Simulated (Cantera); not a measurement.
What does this Cantera script print?

```python
import numpy as np
import cantera as ct

gas_names = """
    CL CL2 H HCL H2 Si SiCL SiCL2 SiCL3 SiCL4 SiH SiHCL3 SiH2 SiH2CL2 SiH3 SiH3CL SiH4 Si2 Si3
""".split()
cond_names = """
    Si(cr) Si(L)
""".split()


# ... load() reads the species with a 1 bar reference pressure and builds the phases ...
atoms = {
    'SiH2Cl2': {'Si': 1, 'H': 2, 'CL': 2},
    'H2': {'H': 2},
}
top_T = {}  # K; cautious upper limits of use, not melting points


# ... equilibrate(T, P, feed) seeds the gas with the atoms and calls Mixture.equilibrate('TP', solver="vcs", rtol=1e-11, max_steps=5000) ...
results = []
feed = {'SiH2Cl2': 1, 'H2': 4.5}  # mol
P = 140  # Pa
for T in [925, 1075, 1225, 1375, 1525, 1675, 1825, 1975, 2125, 2275, 2425, 2575]:
    mix = equilibrate(T, P, feed)
    results.append((T, P, feed, dict(zip(mix.species_names, mix.species_moles))))
    x = sorted(zip(gas.X, gas.species_names), reverse=True)
    print(f"T = {T:g} K  P = {P:g} Pa  gas = {mix.phase_moles(0):.4g} mol")
    print("   x: " + "  ".join(f"{s} {v:.3e}" for v, s in x if v > 1e-06))
    print("   condensed (mol): " + ("  ".join(f"{mix.phase(i).name} {mix.phase_moles(i):.4g}"
          for i in range(1, mix.n_phases) if mix.phase_moles(i) > 1e-12) or "none"))
```

Output:

```
T = 925 K  P = 140 Pa  gas = 6.034 mol
   x: H2 8.938e-01  SiCL4 6.826e-02  HCL 2.699e-02  SiHCL3 8.213e-03  SiCL3 1.422e-03  SiCL2 1.176e-03  SiH2CL2 9.706e-05
   condensed (mol): Si(cr) 0.5223
T = 1075 K  P = 140 Pa  gas = 6.182 mol
   x: H2 8.450e-01  HCL 8.391e-02  SiCL4 4.275e-02  SiCL2 1.627e-02  SiCL3 6.629e-03  SiHCL3 5.349e-03  SiH2CL2 7.829e-05
   condensed (mol): Si(cr) 0.5606
T = 1225 K  P = 140 Pa  gas = 6.418 mol
   x: H2 7.875e-01  HCL 1.374e-01  SiCL2 5.850e-02  SiCL4 7.622e-03  SiCL3 7.510e-03  SiHCL3 1.363e-03  SiH2CL2 3.253e-05  H 7.392e-06  CL 1.111e-06
   condensed (mol): Si(cr) 0.5184
T = 1375 K  P = 140 Pa  gas = 6.487 mol
   x: H2 7.758e-01  HCL 1.438e-01  SiCL2 7.681e-02  SiCL3 2.820e-03  SiCL4 4.756e-04  SiHCL3 1.637e-04  H 8.066e-05  CL 1.238e-05  SiH2CL2 8.347e-06  SiCL 4.172e-06
   condensed (mol): Si(cr) 0.4792
T = 1525 K  P = 140 Pa  gas = 6.499 mol
   x: H2 7.762e-01  HCL 1.397e-01  SiCL2 8.229e-02  SiCL3 1.038e-03  H 5.570e-04  CL 8.042e-05  SiCL 4.735e-05  SiCL4 3.892e-05  SiHCL3 2.444e-05  Si 1.348e-05  SiH2CL2 2.472e-06  SiH2 1.596e-06  SiH 1.289e-06
   condensed (mol): Si(cr) 0.4576
T = 1675 K  P = 140 Pa  gas = 6.512 mol
   x: H2 7.757e-01  HCL 1.351e-01  SiCL2 8.495e-02  H 2.733e-03  SiCL3 4.453e-04  CL 3.717e-04  SiCL 3.416e-04  Si 3.100e-04  SiH 1.715e-05  SiH2 8.722e-06  SiHCL3 5.020e-06  SiCL4 4.847e-06  Si2 1.207e-06
   condensed (mol): Si(cr) 0.4394
T = 1825 K  P = 140 Pa  gas = 6.565 mol
   x: H2 7.615e-01  HCL 1.423e-01  SiCL2 7.940e-02  H 1.027e-02  Si 3.248e-03  SiCL 1.482e-03  CL 1.463e-03  SiCL3 2.194e-04  SiH 1.127e-04  SiH2 2.712e-05  Si2 2.114e-05  Si3 4.963e-06  SiHCL3 1.332e-06
   condensed (mol): Si(L) 0.445
T = 1975 K  P = 140 Pa  gas = 6.798 mol
   x: H2 7.214e-01  HCL 1.435e-01  SiCL2 7.041e-02  H 3.106e-02  Si 2.309e-02  SiCL 4.902e-03  CL 4.617e-03  SiH 5.282e-04  Si2 2.252e-04  SiCL3 1.118e-04  SiH2 6.632e-05  Si3 4.888e-05
   condensed (mol): Si(L) 0.3222
T = 2125 K  P = 140 Pa  gas = 7.442 mol
   x: H2 6.241e-01  HCL 1.519e-01  H 7.667e-02  Si 7.552e-02  SiCL2 4.692e-02  CL 1.369e-02  SiCL 9.159e-03  SiH 1.149e-03  Si2 6.322e-04  SiH2 7.876e-05  Si3 7.779e-05  SiCL3 5.133e-05
   condensed (mol): none
T = 2275 K  P = 140 Pa  gas = 8.134 mol
   x: H2 5.117e-01  HCL 1.655e-01  H 1.623e-01  Si 9.615e-02  CL 3.790e-02  SiCL2 1.736e-02  SiCL 7.705e-03  SiH 9.889e-04  Si2 3.207e-04  SiH2 3.872e-05  SiCL3 1.483e-05  Si3 1.096e-05
   condensed (mol): none
T = 2425 K  P = 140 Pa  gas = 9.132 mol
   x: H2 3.864e-01  H 2.973e-01  HCL 1.337e-01  Si 1.003e-01  CL 7.321e-02  SiCL 4.413e-03  SiCL2 3.829e-03  SiH 6.931e-04  Si2 1.259e-04  SiH2 1.577e-05  SiCL3 2.088e-06  Si3 1.182e-06
   condensed (mol): none
T = 2575 K  P = 140 Pa  gas = 10.47 mol
   x: H 4.646e-01  H2 2.519e-01  CL 1.061e-01  Si 9.250e-02  HCL 8.189e-02  SiCL 1.936e-03  SiCL2 5.850e-04  SiH 4.109e-04  Si2 4.351e-05  SiH2 5.299e-06
   condensed (mol): none
```

Equilibrium computed with Cantera from the NASA thermochemical tables; the gas is ideal and each condensed phase is pure. The tables' values for SiCl, SiCl3 are old estimates; treat these amounts as uncertain. Gases not in the tables: Si2H6 and higher silanes.
